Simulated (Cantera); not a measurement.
# Ignition delay

Mixture: 4.21 % CH4, 1.68 % H2, 14.2 % O2, 79.9 % N2, equivalence ratio 0.65, at 1.00 bar, adiabatic and at constant volume. Ignition delay is the time to a rise of 400 K.

Cantera simulation using GRI-Mech 3.0 (53 species, 325 reactions); the numbers are that mechanism's predictions, not measurements.

```tsv
T0 (K)	delay (ms)
1173	4.50
1273	1.83
1373	0.819
1473	0.407
1573	0.222
1673	0.130
1773	0.0802
1873	0.0514
1973	0.0341
```

```yaml
apparent activation energy between 1773 and 1973 K: 120 kJ/mol
```
